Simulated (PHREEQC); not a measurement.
0.45 g of hydrous ferric oxide (600 m²/g; 0.2 weak and 0.005 strong sites per Fe, Dzombak-Morel constants, diffuse double layer) in 1 kg of water with 0.05 mol/kgw of an inert sodium salt, at 25 °C; the pH is set by adding NaOH or the inert anion's acid. Oxygen is held at 0.21 atm. The system is closed to CO2. Precipitation was switched off in this run.

Model: ion-association model, wateq4f.dat, run in PHREEQC.

```
pH   surface charge σ (C/m²)  surface potential ψ (mV)
---  -----------------------  ------------------------
4                      0.294                       160
4.5                    0.239                       149
5                          ?                       135
5.5                    0.130                       118
6                      0.089                        99
6.5                    0.058                        78
7                      0.034                         ?
7.5                    0.017                         ?
8                          ?                         ?
8.5                   -0.010                       -20
9                     -0.026                       -45
9.5                        ?                       -69
10                    -0.074                       -90
```

Problem. Complete the blanks.

Solution. 
- 5, surface charge σ (C/m²): 0.181
- 7, surface potential ψ (mV): 56
- 7.5, surface potential ψ (mV): 31
- 8, surface charge σ (C/m²): 0.003
- 8, surface potential ψ (mV): 6
- 9.5, surface charge σ (C/m²): -0.046
